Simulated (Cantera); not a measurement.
Feed: 1 mol Fe₂O₃, 0.59 mol CO, 0.19 mol N₂, 4.9 mol CH₄, at 2425 K and 0.0410 bar.

Equilibrium computed with Cantera from the NASA thermochemical tables; the gas is ideal and each condensed phase is pure. Candidate condensed phases: C, C₆H₆, C₇H₈, C₈H₁₈, Fe, Fe(CO)₅, FeO, Fe(OH)₂, Fe(OH)₃, Fe₂O₃, Fe₃O₄, H₂O; 140 gas species. The numbers say what is thermodynamically allowed, not how fast it happens.

Base state: H₂ 0.568, CO 0.223, Fe 0.124, H 0.0666, N₂ 0.00941, C₂H₂ (acetylene) 0.00443, HCN 0.00427, HNC 0.000457 (mole fractions); condensed: C(graphite).

**Question.** What changes in the equilibrium state with this change: temperature from 2425 K to 1075 K?

**Answer.** 
```
species             before     after
----------------  --------  --------
H₂                   0.568     0.720
CO                   0.223     0.263
N₂                 0.00941    0.0140
Fe                   0.124     <1e-9
H                   0.0666   6.15e-8
C₂H₂ (acetylene)   0.00443   5.42e-9
HNC               0.000457   3.92e-9
CO₂                1.00e-8  0.000386
C₂H                3.17e-5     <1e-9
CN                 2.60e-5     <1e-9
C(graphite), mol      1.68      1.91
Fe(α), mol               0      2.00
```
Condensed phases not in the tables: cementite and carbon dissolved in iron.

**Question.** What changes in the equilibrium state with this change: pressure from 0.0410 bar to 1 atm?

**Answer.** 
```tsv
species	before	after
H₂	0.568	0.688
CO	0.223	0.258
Fe	0.124	0.0176
H	0.0666	0.0147
N₂	0.00941	0.0108
CH₄	2.25e-6	8.16e-5
CH₃	4.83e-6	3.20e-5
CN	2.60e-5	5.61e-6
C₂H	3.17e-5	7.02e-6
C₂H₂ (acetylene)	0.00443	0.00537
C(graphite), mol	1.68	1.67
Fe(l), mol	0	1.76
```
Iron dissolves carbon and melts from about 1420 K in contact with it, which pure phases cannot show. Condensed phases not in the tables: cementite and carbon dissolved in iron.
